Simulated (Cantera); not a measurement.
An adiabatic, constant-pressure homogeneous reactor starts with 16.1 % CH4, 0.691 % CO, 14.1 % O2, 57.9 % N2, 11.3 % CO2, equivalence ratio 2.3, at 1675 K and 1.50 bar.

Cantera simulation using GRI-Mech 3.0 (53 species, 325 reactions); the numbers are that mechanism's predictions, not measurements.

Problem. Predict: time of steepest temperature rise; temperature at 4.00 s; equilibrium temperature; x(CO) at 4.00 s; x(O2) at 4.00 s; x(H2O) at 4.00 s; x(OH) at 4.00 s.

Solution. 
| Property | Value |
|---|---|
| time of steepest temperature rise | 0.311 ms |
| temperature at 4.00 s | 2359 K |
| equilibrium temperature | 2359 K |
| x(CO) at 4.00 s | 0.193 (gas-phase equilibrium 0.193) |
| x(O2) at 4.00 s | 9.72e-6 (gas-phase equilibrium 9.72e-6) |
| x(H2O) at 4.00 s | 0.153 (gas-phase equilibrium 0.153) |
| x(OH) at 4.00 s | 0.000838 (gas-phase equilibrium 0.000838) |
